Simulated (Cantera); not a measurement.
An isothermal, constant-pressure homogeneous reactor starts with NO : N2 = 1 : 3.2 (molar parts), at 1925 K and 51.8 Torr. Integrator tolerance rtol = 1e-08.

Cantera simulation using GRI-Mech 3.0 (53 species, 325 reactions); the numbers are that mechanism's predictions, not measurements.

Question: What does this change do: NO 1 to 0.31 parts?

Answer: 
```csv
quantity,before,after
x(NO) at 100 s,0.00655 (gas-phase equilibrium 0.00488),0.00586 (gas-phase equilibrium 0.00307)
x(N2) at 100 s,0.877 (gas-phase equilibrium 0.878),0.953 (gas-phase equilibrium 0.954)
x(NO2) at 100 s,2.50e-6 (gas-phase equilibrium 1.87e-6),1.34e-6 (gas-phase equilibrium 7.12e-7)
x(O2) at 100 s,0.116 (gas-phase equilibrium 0.116),0.0411 (gas-phase equilibrium 0.0425)
x(N2O) at 100 s,8.28e-8 (gas-phase equilibrium 7.66e-8),5.89e-8 (gas-phase equilibrium 5.03e-8)
```
